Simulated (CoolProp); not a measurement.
Vapour-liquid equilibrium of R125 (1) + R152A (2) at 0.032 MPa; x and y are mole fractions of (1).

The numbers come from the multi-fluid Helmholtz-energy mixture model, Lemmon 2005 and Outcalt 1996; pair parameters Bell 2016 in CoolProp.

Give the bubble temperature and the first vapour's composition at x = 0.2, 0.35, 0.95. Is there an azeotrope?

x = 0.2: -54.2 °C, y = 0.453; x = 0.35: -57.8 °C, y = 0.638; x = 0.95: -68.3 °C, y = 0.988. No azeotrope shows between x = 0.05 and 0.95.

The pair parameters rest on a limited set of measurements; away from them the model extrapolates. The gap from Raoult's law changes sign with composition, which may be real or a fault of the pair parameters; it wasn't checked against measurements.
